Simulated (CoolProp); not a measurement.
The fluid at 338.21 K and 0.363 MPa flows at 0.98 m/s in a round tube of 12.7 mm bore and 45 µm roughness, fully developed (64/Re and Nu = 3.66 if laminar; Colebrook and Gnielinski if turbulent). The same conditions are run with several fluids, on thermodynamics alone (safety and materials aside).

Computed with CoolProp (reference Helmholtz-energy equation of state of each fluid (propylene: Lemmon 2013; ethane: Bücker 2006; R13: Platzer 1990; propane: Lemmon 2009)). The equations of Platzer and Polt are older, rougher fits.

```csv
fluid,Reynolds number,Darcy friction factor,pressure drop (Pa/m),heat-transfer coefficient (W/(m² K)),mass flow (kg/h)
propylene,7170,0.0381,8.12,45.2,2.52
ethane,4660,0.0418,6.26,36.2,1.77
R13,10600,0.0355,18.5,44.5,6.16
propane,7990,0.0373,8.37,52.7,2.65
```

Transport values come from each fluid's own correlations; those of propylene, R13 are estimates that may be off by 10 % or more.
